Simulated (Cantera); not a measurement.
# Ignition delay

Mixture: CH4 : O2 : N2 = 1 : 2 : 5.7 (molar parts), equivalence ratio 1.0, at 5.33 atm, adiabatic and at constant pressure. Ignition delay is the time to a rise of 400 K.

Model: GRI-Mech 3.0 (53 species, 325 reactions), integrated in Cantera.

| T0 (K) | delay (ms) |
|---|---|
| 1000 | 134 |
| 1075 | 41.0 |
| 1150 | 14.1 |
| 1225 | 5.29 |
| 1300 | 2.12 |
| 1375 | 0.906 |
| 1450 | 0.410 |
| 1525 | 0.196 |

* **apparent activation energy between 1375 and 1525 K**: 180 kJ/mol
